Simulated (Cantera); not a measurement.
Feed: 1 mol Cu, 1.7 mol F2, 33 mol N2, at 552 °C and 22.0 Pa.

Cantera equilibrium calculation (NASA polynomials, part measured and part estimated; ideal gas, pure solids and liquids). Candidate condensed phases: Cu, CuF2; 11 gas species. Rates play no part.

Base state: N2 0.961, F 0.0367, F2 0.00203, CuF2 7.98e-5 (mole fractions); condensed: CuF2(s).

**Question.** What changes in the equilibrium state with this change: F2 from 1.7 to 0.41 mol?

**Answer.** 
```json
[
 {"species": "N2", "before": "0.961", "after": "1.000"},
 {"species": "CuF", "before": "<1e-9", "after": "0.000110"},
 {"species": "CuF2", "before": "7.98e-5", "after": "7.98e-5"},
 {"species": "F", "before": "0.0367", "after": "<1e-9"},
 {"species": "F2", "before": "0.00203", "after": "<1e-9"},
 {"species": "CuF2(s), mol", "before": "0.997", "after": "0.406"},
 {"species": "Cu(s), mol", "before": "0", "after": "0.588"}
]
```
